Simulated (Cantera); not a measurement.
## HCl + H₂ + O₂ (abatement and gas-phase synthesis)

Charge: 1 mol HCl, 3.5 mol H₂, a varied amount of O₂, at 1998 K and 5.00 bar.

Cantera equilibrium calculation (NASA polynomials, part measured and part estimated; ideal gas, pure solids and liquids). Candidate condensed phases: H₂O; 14 gas species. Equilibrium is a limit: real reactors are often held back by kinetics, nucleation or transport.

```json
[
 {"n(O₂) (mol)": "0.41", "log p H₂O": "-0.04", "log p H₂": "0.47", "log p O₂": "-8.12", "log p HCl": "0.05", "log p Cl": "-3.11", "log p OH": "-4.07"},
 {"n(O₂) (mol)": "0.58", "log p H₂O": "0.11", "log p H₂": "0.41", "log p O₂": "-7.70", "log p HCl": "0.05", "log p Cl": "-3.08", "log p OH": "-3.89"},
 {"n(O₂) (mol)": "0.83", "log p H₂O": "0.27", "log p H₂": "0.31", "log p O₂": "-7.18", "log p HCl": "0.05", "log p Cl": "-3.03", "log p OH": "-3.69"},
 {"n(O₂) (mol)": "1.2", "log p H₂O": "0.43", "log p H₂": "0.09", "log p O₂": "-6.42", "log p HCl": "0.05", "log p Cl": "-2.92", "log p OH": "-3.41"},
 {"n(O₂) (mol)": "1.7", "log p H₂O": "0.58", "log p H₂": "-0.94", "log p O₂": "-4.05", "log p HCl": "0.04", "log p Cl": "-2.41", "log p OH": "-2.75"},
 {"n(O₂) (mol)": "2.4", "log p H₂O": "0.53", "log p H₂": "-2.91", "log p O₂": "-0.21", "log p HCl": "-0.03", "log p Cl": "-1.50", "log p OH": "-1.81"},
 {"n(O₂) (mol)": "3.4", "log p H₂O": "0.45", "log p H₂": "-3.15", "log p O₂": "0.12", "log p HCl": "-0.11", "log p Cl": "-1.46", "log p OH": "-1.77"},
 {"n(O₂) (mol)": "4.8", "log p H₂O": "0.37", "log p H₂": "-3.33", "log p O₂": "0.30", "log p HCl": "-0.21", "log p Cl": "-1.46", "log p OH": "-1.77"}
]
```
log p: log10 of the partial pressure in bar; nothing condenses.

From 0.41 mol O₂ to 4.8 mol O₂ nothing is condensed.
